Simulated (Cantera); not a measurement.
A Cantera script and what it prints.

```python
import numpy as np
import cantera as ct

gas_names = """
    B BCL BCL2 BCL3 BH BH2 BH3 BO BOCL BO2 B2 B2O B2O2 B2O3 B3O3CL3 B3O3H3 CL CLO CL2 H HBO HBO2 HCL
    HOCL HO2 H2 H2O H2O2 H3B3O6 O OH O2 O3
""".split()
cond_names = """
    B(b) B(L) B2O3(L) B3O3H3(cr) H2O(s) H2O(L)
""".split()


# ... load() reads the species with a 1 bar reference pressure and builds the phases ...
atoms = {
    'BCl3': {'B': 1, 'CL': 3},
    'O2': {'O': 2},
    'H2': {'H': 2},
}
top_T = {}  # K; cautious upper limits of use, not melting points


# ... equilibrate(T, P, feed) seeds the gas with the atoms and calls Mixture.equilibrate('TP', solver="vcs", rtol=1e-11, max_steps=5000) ...
results = []
feed = {'BCl3': 1, 'O2': 3, 'H2': 3.8}  # mol
T = 1025  # K
P = 6100  # Pa
mix = equilibrate(T, P, feed)
results.append((T, P, feed, dict(zip(mix.species_names, mix.species_moles))))
print(gas.report(threshold=1e-06))
for i in range(1, mix.n_phases):
    print(f"{mix.phase(i).name:16s} {mix.phase_moles(i):12.5e} mol")
```

It prints:

```
       temperature   1025 K
          pressure   6100 Pa
           density   0.021077 kg/m^3
  mean mol. weight   29.447 kg/kmol
   phase of matter   gas

                          1 kg             1 kmol
                     ---------------   ---------------
          enthalpy       -3.7504e+06       -1.1044e+08  J
   internal energy       -4.0398e+06       -1.1896e+08  J
           entropy              8982        2.6449e+05  J/K
    Gibbs function       -1.2957e+07       -3.8154e+08  J
 heat capacity c_p            1235.6             36385  J/K
 heat capacity c_v            953.27             28071  J/K

                      mass frac. Y      mole frac. X     chem. pot. / RT
                     ---------------   ---------------   ---------------
                CL        0.00033317        0.00027675           -18.044
               CLO        2.8298e-06        1.6196e-06           -33.658
               CL2           0.03594          0.014927           -36.088
              HBO2        0.00016116        0.00010831           -109.77
               HCL           0.54771           0.44238           -38.785
              HOCL        1.3672e-05        7.6746e-06           -54.399
               H2O           0.22953           0.37518           -57.095
            H3B3O6         0.0062385         0.0013975            -329.3
                O2           0.18008           0.16572           -31.228
     [  +24 minor]        4.0159e-07        6.8581e-07

B(b)              0.00000e+00 mol
B2O3(L)           4.86347e-01 mol
B3O3H3(cr)        0.00000e+00 mol
```

Method: chemical equilibrium by Gibbs-energy minimisation in Cantera with the NASA 1993 tables (ideal gas, pure condensed phases). Gases not in the tables: H3BO3.
